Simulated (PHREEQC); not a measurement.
Copper plating or etch bath: speciation

A solution holds 1.9 mmol/kgw CuCl2 and 140 mmol/kgw HCl, at 20 °C. Closed to the air; pH follows from the charge balance.

Equilibrium calculation in PHREEQC: ion-association model, phreeqc.dat.

- pH: 0.94
- ionic strength: 0.145 mol/kgw
- specific conductance: 43300 µS/cm
- density: 1.001 g/cm³
- total alkalinity: -140 meq/kg

```csv
species,molality,activity,log γ
Cl-,0.144,0.106,-0.130
H+,0.140,0.114,-0.091
Cu+2,0.00171,0.000619,-0.441
CuCl+,0.000186,0.000138,-0.129
CuCl2,7.23e-6,7.47e-6,0.015
CuCl3-,3.47e-9,2.58e-9,-0.129
```

No solid was allowed to form.
